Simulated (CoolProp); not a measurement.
CH2F2 (R32) along the isotherm 16.95 °C: density (kg/m³) from the reference equation and from simpler models built on Tc = 78.1 °C, pc = 5.783 MPa, ω = 0.277; each cubic takes its own stable root.

The numbers come from the reference Helmholtz-energy equation of state, Tillner-Roth 1997 in CoolProp.

```csv
p (MPa),phase,reference
0.964,gas,24.31
1.93,liquid,996.5
2.89,liquid,1001
3.86,liquid,1006
4.82,liquid,1011
5.78,liquid,1015
6.75,liquid,1019
7.71,liquid,1023
8.67,liquid,1027
9.64,liquid,1031
10.6,liquid,1035
11.6,liquid,1038
12.5,liquid,1042
13.5,liquid,1045
14.5,liquid,1049
```

Problem. How far does each simpler model (van der Waals, Redlich-Kwong, Soave-Redlich-Kwong, Peng-Robinson) lie from the reference over these 15 states: mean and median of the absolute difference, and the worst?

Solution. 
- van der Waals: mean 46.5 %, median 45.6 %, worst -94.9 % at 16.95 °C and 1.93 MPa
- Redlich-Kwong: mean 24.1 %, median 25.2 %, worst -27.7 % at 16.95 °C and 1.93 MPa
- Soave-Redlich-Kwong: mean 21.1 %, median 22.2 %, worst -23.5 % at 16.95 °C and 1.93 MPa
- Peng-Robinson: mean 11.6 %, median 12.2 %, worst -13.2 % at 16.95 °C and 1.93 MPa

At some of these states van der Waals gives the other phase, because its saturation line lies elsewhere.
